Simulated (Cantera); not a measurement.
A perfectly stirred reactor is fed with CH4 : O2 : N2 = 1 : 1.54 : 5.78 (molar parts), at 0.987 atm; it is adiabatic with a 425 K inlet, and is followed from long to short residence time, starting on the burning branch (τ in s: 0.21, 0.091, 0.04, 0.017, 0.0077, 0.0034, 0.0015, 0.00065, 0.00028, 0.00012, 5.5e-05).

Cantera simulation using GRI-Mech 3.0 (53 species, 325 reactions); the numbers are that mechanism's predictions, not measurements.

One state of this run: T (K) = 2041; x CH4 = 0.000388; x O2 = 0.00319; x C2H = 7.25e-8; x HO2 = 1.30e-6; x N2O = 6.26e-8; x CH3 = 0.000280; x HCN = 5.90e-5. x: mole fraction; the columns are a selection and need not sum to one.

### Question
Which value of τ (s) does it belong to?
A) 0.00065
B) 0.0034
C) 0.0015
D) 0.00028

### Answer
A, 0.00065
